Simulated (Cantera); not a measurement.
Cantera run, input and output.

```python
import numpy as np
import cantera as ct

gas = ct.Solution("h2o2.yaml")
gas.TPX = 923, 1333, {'H2': 0.26, 'O2': 1}
reactor = ct.IdealGasConstPressureReactor(gas, energy="off", clone=False)
net = ct.ReactorNet([reactor])
net.rtol, net.atol = 1e-08, 1e-18
show = ['H2', 'O2', 'H2O', 'HO2', 'H2O2', 'O']
times = np.geomspace(4e-05, 60, 10)

steps = ct.SolutionArray(gas, extra=["t"])
rows = []
print(f"{'t/s':>10s}{'T/K':>9s}{'P/Pa':>11s}" + "".join(f"{s:>11s}" for s in show))
for t in times:
    while net.time < t:
        t_next = net.step()
        steps.append(gas.state, t=t_next)
    rows.append([np.interp(t, steps.t, y) for y in (steps.T, steps.P, *steps(*show).X.T)])
    print(f"{t:10.3e}{rows[-1][0]:9.1f}{rows[-1][1]:11.4g}" + "".join(f"{x:11.3e}" for x in rows[-1][2:]))
rate = np.gradient(steps.T, steps.t)
print("integrator steps:", len(steps.t))
if steps.T.max() > steps.T[0] + 200:
    print(f"time of steepest temperature rise: {steps.t[rate.argmax()]:.4e} s")
gas.TPX = 923, 1333, {'H2': 0.26, 'O2': 1}
gas.equilibrate("TP")
print(f"equilibrium (TP): T = {gas.T:.1f} K  " + "  ".join(f"{s} {gas[s].X[0]:.3e}" for s in show))
```

Result:

```
       t/s      T/K       P/Pa         H2         O2        H2O        HO2       H2O2          O
 4.000e-05    923.0       1333  2.063e-01  7.937e-01  1.586e-13  6.488e-12  9.934e-17  4.086e-13
 1.942e-04    923.0       1333  2.063e-01  7.937e-01  9.501e-12  3.179e-11  2.352e-15  7.934e-12
 9.430e-04    923.0       1333  2.063e-01  7.937e-01  8.757e-10  1.750e-10  5.887e-14  2.976e-10
 4.579e-03    923.0       1333  2.060e-01  7.935e-01  2.497e-04  4.100e-06  1.660e-09  7.254e-05
 2.223e-02    923.0       1333  1.741e-03  7.678e-01  2.268e-01  1.647e-05  5.714e-07  1.874e-03
 1.079e-01    923.0       1333  9.142e-05  7.698e-01  2.299e-01  2.600e-06  2.259e-07  5.465e-05
 5.241e-01    923.0       1333  4.463e-06  7.699e-01  2.301e-01  2.478e-07  6.365e-08  3.466e-06
 2.545e+00    923.0       1333  1.278e-07  7.699e-01  2.301e-01  2.423e-08  1.623e-08  3.202e-07
 1.236e+01    923.0       1333  8.906e-09  7.699e-01  2.301e-01  3.678e-09  4.393e-09  4.599e-08
 6.000e+01    923.0       1333  1.375e-09  7.699e-01  2.301e-01  7.178e-10  1.168e-09  8.100e-09
integrator steps: 1925
equilibrium (TP): T = 923.0 K  H2 1.666e-11  O2 7.699e-01  H2O 2.301e-01  HO2 3.349e-10  H2O2 2.259e-11  O 9.544e-11
```

Cantera simulation using the H2/O2 subset of GRI-Mech 3.0, which has no nitrogen chemistry; the numbers are that mechanism's predictions, not measurements. Radical loss at walls, strong at low pressure, is not modelled. Below about 950 K walls govern HO2 and H2O2 in real vessels. The temperature is held fixed by assumption; the heat of reaction is taken as removed at once.
